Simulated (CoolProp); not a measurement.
The fluid at 298.15 K and 2.49 MPa is throttled through a valve to 1.21 MPa with no heat exchange. The same conditions are run with several fluids, on thermodynamics alone (safety and materials aside).

Values from CoolProp's reference Helmholtz-energy equation of state of each fluid (1,2-dichloroethane: Thol 2015; R115: Lemmon 2016; n-undecane: Aleksandrov 2011; R113: Marx 1992; decamethylcyclopentasiloxane (D5): Thol 2019).

```tsv
fluid	temperature change (K)	final density (kg/m³)
1,2-dichloroethane	+0.5	___
R115	___	___
n-undecane	+0.5	737
R113	+0.5	___
decamethylcyclopentasiloxane (D5)	+0.5	___
```

Problem. Fill in the missing entries.

Solution. 
- 1,2-dichloroethane, final density (kg/m³): 1250
- R115, temperature change (K): -0.1
- R115, final density (kg/m³): 1290
- R113, final density (kg/m³): 1570
- decamethylcyclopentasiloxane (D5), final density (kg/m³): 955
